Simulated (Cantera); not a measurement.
Input: 1 mol Si2H6, a varied amount of O2, 8 mol N2, equilibrated at 1648 K and 8.60 Pa.

Method: chemical equilibrium by Gibbs-energy minimisation in Cantera with the NASA 1993 tables (ideal gas, pure condensed phases). Candidate condensed phases: H2O, Si, SiO2, Si2N2O, Si3N4; 35 gas species. The feed counts by its element totals alone. The tables' values for SiN are old estimates; treat these amounts as uncertain. The tables hold silica as quartz up to 1696 K and as liquid above; real silica turns to tridymite and cristobalite and melts near 1996 K. Kinetics and transport are ignored.

log p: log10 of the partial pressure in bar; n: condensed amount in mol.

```
n(O2) (mol)  log p N2  log p O2  log p H2  log p H2O  log p SiO  n Si(s)  n SiO2(β-quartz)
-----------  --------  --------  --------  ---------  ---------  -------  ----------------
0.58            -4.25      <-16     -4.68     -12.40      -5.09    0.802                 0
1               -4.28      <-16     -4.71      -9.40      -4.88        0                 0
1.9             -4.22         …     -4.66          …          …        0                 …
3.3             -4.20     -8.24     -5.51      -4.69      -7.90        0              2.00
5.9                 …         …         …      -4.72          …        0              2.00
10              -4.41     -4.50     -7.53      -4.84      -9.77        0              2.00
19              -4.59     -4.30     -7.81      -5.02      -9.87        0              2.00
```

**Question.** Fill in the missing entries.

**Answer.** 
- 5.9, log p N2: -4.29
- 5.9, log p O2: -4.82
- 5.9, log p H2: -7.25
- 5.9, log p SiO: -9.61
- 1.9, log p O2: -12.76
- 1.9, log p H2O: -6.10
- 1.9, log p SiO: -5.64
- 1.9, n SiO2(β-quartz): 1.70
